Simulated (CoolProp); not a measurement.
Values from CoolProp's reference Helmholtz-energy equation of state, Lemmon and Jacobsen 2000.

### Question
For R143a, give the phase and the cv (kJ/(kg K)), Prandtl number at 112.95 °C and 341 kPa.

### Answer
- 112.95 °C and 341 kPa: gas; cv 1.01, Prandtl number 0.667

Viscosity comes from a separate model (Klein 1997), an estimate that may be off by 10 % or more. Thermal conductivity comes from a separate model (McLinden 2000), an estimate that may be off by 10 % or more.
